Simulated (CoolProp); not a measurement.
Vapour-liquid equilibrium of CHF3 (R23) (1) + R11 (2) at 254.8 K; x and y are mole fractions of (1).

The numbers come from the multi-fluid Helmholtz-energy mixture model, Penoncello 2003 and Jacobsen 1992; pair parameters Bell 2016 in CoolProp.

| x | bubble pressure, mixture model (MPa) | bubble pressure, Raoult's law (MPa) | y, mixture model | y, Raoult's law |
|---|---|---|---|---|
| 0.05 | 0.2165 | 0.08969 | 0.919 | 0.819 |
| 0.125 | 0.4874 | 0.1986 | 0.963 | 0.925 |
| 0.2 | 0.7108 | 0.3074 | 0.974 | 0.955 |
| 0.275 | 0.8800 | 0.4163 | 0.979 | 0.970 |
| 0.35 | 0.9970 | 0.5252 | 0.981 | 0.979 |
| 0.425 | 1.071 | 0.6340 | 0.982 | 0.984 |
| 0.5 | 1.115 | 0.7429 | 0.983 | 0.988 |
| 0.575 | 1.143 | 0.8518 | 0.984 | 0.991 |
| 0.65 | 1.165 | 0.9606 | 0.984 | 0.994 |
| 0.725 | 1.193 | 1.069 | 0.985 | 0.996 |
| 0.8 | 1.235 | 1.178 | 0.987 | 0.997 |
| 0.875 | 1.297 | 1.287 | 0.989 | 0.998 |
| 0.95 | 1.388 | 1.396 | 0.995 | 0.999 |

The largest gap from Raoult's law is +145.4 % in bubble pressure, at x = 0.125. No azeotrope shows between x = 0.05 and 0.95.

The pair parameters rest on a limited set of measurements; away from them the model extrapolates. The gap from Raoult's law changes sign with composition, which may be real or a fault of the pair parameters; it wasn't checked against measurements. With so large a gap from Raoult's law the liquid may split in two, which this calculation doesn't test in full.
